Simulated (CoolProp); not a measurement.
Vapour-liquid equilibrium of propane (1) + R152A (2) at 321.2 K; x and y are mole fractions of (1).

Values from CoolProp's multi-fluid Helmholtz-energy mixture model, Lemmon 2009 and Outcalt 1996; pair parameters Bell 2016.

Task: Give the bubble pressure and the first vapour's composition at x = 0.65, 0.75, 0.85. Is there an azeotrope?

Result: x = 0.65: 1.853 MPa, y = 0.663; x = 0.75: 1.849 MPa, y = 0.730; x = 0.85: 1.808 MPa, y = 0.812. y crosses x between x = 0.65 and 0.75: the model has an azeotrope there.

Pair parameters are fitted to limited data, so mixtures are less certain than the pure fluids.
